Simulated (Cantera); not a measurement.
An isothermal, constant-pressure homogeneous reactor starts with 22.3 % CH₄, 77.7 % H₂, at 1650 K and 0.0133 bar.

Model: GRI-Mech 3.0 (53 species, 325 reactions), integrated in Cantera. GRI-Mech 3.0 stops at C3 and has no aromatics, soot or wall deposition, so with more carbon than oxygen in the feed, carbon stays in small species such as C2H2 where larger ones or solid carbon would form. Radical loss at walls, strong at low pressure, is not modelled.

x: mole fraction; the columns are a selection and need not sum to one.

```json
[
 {"t (s)": "4.00e-5", "x CH₄": "0.223", "x H₂": "0.777", "x C₂H₄": "<1e-12", "x CH₃": "1.91e-6", "x H": "5.79e-7", "x CH₂": "<1e-12"},
 {"t (s)": "0.000189", "x CH₄": "0.223", "x H₂": "0.777", "x C₂H₄": "1.97e-10", "x CH₃": "9.81e-6", "x H": "1.94e-6", "x CH₂": "1.52e-11"},
 {"t (s)": "0.000894", "x CH₄": "0.223", "x H₂": "0.777", "x C₂H₄": "2.87e-8", "x CH₃": "4.72e-5", "x H": "8.34e-6", "x CH₂": "4.45e-10"},
 {"t (s)": "0.00423", "x CH₄": "0.223", "x H₂": "0.777", "x C₂H₄": "3.20e-6", "x CH₃": "0.000223", "x H": "3.85e-5", "x CH₂": "1.02e-8"},
 {"t (s)": "0.0200", "x CH₄": "0.221", "x H₂": "0.777", "x C₂H₄": "?", "x CH₃": "?", "x H": "?", "x CH₂": "?"},
 {"t (s)": "0.0946", "x CH₄": "0.192", "x H₂": "0.793", "x C₂H₄": "0.00221", "x CH₃": "0.00189", "x H": "0.000388", "x CH₂": "6.36e-7"},
 {"t (s)": "0.447", "x CH₄": "0.106", "x H₂": "0.845", "x C₂H₄": "0.000785", "x CH₃": "0.00116", "x H": "0.000457", "x CH₂": "4.67e-7"},
 {"t (s)": "2.11", "x CH₄": "0.0281", "x H₂": "0.891", "x C₂H₄": "0.000134", "x CH₃": "0.000388", "x H": "0.000608", "x CH₂": "2.29e-7"},
 {"t (s)": "10.0", "x CH₄": "?", "x H₂": "0.905", "x C₂H₄": "?", "x CH₃": "?", "x H": "?", "x CH₂": "?"}
]
```

### Question
Complete the blanks.

### Answer

- 0.0200, x C₂H₄: 0.000289
- 0.0200, x CH₃: 0.00102
- 0.0200, x H: 0.000178
- 0.0200, x CH₂: 1.88e-7
- 10.0, x CH₄: 0.00464
- 10.0, x C₂H₄: 7.99e-5
- 10.0, x CH₃: 7.64e-5
- 10.0, x H: 0.000735
- 10.0, x CH₂: 5.93e-8
